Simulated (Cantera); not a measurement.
A freely propagating, adiabatic, planar premixed flame of CH₄ : O₂ : N₂ = 1 : 2.86 : 10.7 (molar parts), unburnt at 423 K and 3.20 bar; mixture-averaged transport, grid criteria slope 0.08 and curve 0.16, no radiation.

Cantera simulation using GRI-Mech 3.0 (53 species, 325 reactions); the numbers are that mechanism's predictions, not measurements. Burning velocities carry a grid error of a few per cent, more on coarse grids.

Q: Predict: laminar burning velocity; thermal thickness; peak x(H₂O₂); peak x(CH₂).

A: 
```json
{
 "laminar_burning_velocity": "23.1 cm/s",
 "thermal_thickness": "0.255 mm",
 "peak x(H₂O₂)": "5.52e-5",
 "peak x(CH₂)": "7.80e-6"
}
```
